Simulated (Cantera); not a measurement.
**BCl3 + NH3 + H2O (boron, boron nitride and boron oxide)**

Input: 1 mol BCl3, 12 mol NH3, a varied amount of H2O, at 2223.15 K and 56.0 mbar.

Equilibrium computed with Cantera from the NASA thermochemical tables; the gas is ideal and each condensed phase is pure. Candidate condensed phases: B, BN, B2O3, B3O3H3, H2O, NH4Cl; 49 gas species. The tables' values for BCl, BOCl, BCl2, BH2 are old estimates; treat these amounts as uncertain. The numbers say what is thermodynamically allowed, not how fast it happens.

```csv
n(H2O) (mol),x H2,x H2O,x N2,x HCl,x HBO2,x H,x HBO
0.89,0.621,5.17e-5,0.220,0.100,0.000143,0.0213,0.0192
2.3,0.611,0.0225,0.209,0.101,0.0200,0.0212,0.00605
3.8,0.585,0.0649,0.199,0.0966,0.0259,0.0207,0.00260
5.2,0.559,0.104,0.190,0.0923,0.0269,0.0203,0.00161
6.7,0.534,0.144,0.181,0.0881,0.0268,0.0198,0.00111
8.2,0.511,0.180,0.173,0.0843,0.0263,0.0194,0.000832
9.6,0.491,0.211,0.167,0.0809,0.0256,0.0190,0.000665
11,0.473,0.240,0.160,0.0779,0.0249,0.0186,0.000547
13,0.449,0.278,0.152,0.0738,0.0239,0.0182,0.000430
14,0.438,0.296,0.148,0.0720,0.0234,0.0179,0.000386
15,0.427,0.312,0.145,0.0702,0.0229,0.0177,0.000349
```
x: gas mole fraction; nothing condenses.

From 0.89 mol H2O to 15 mol H2O nothing is condensed. The main B-bearing gas is HBO at 0.89 mol H2O and HBO2 at 15 mol H2O.
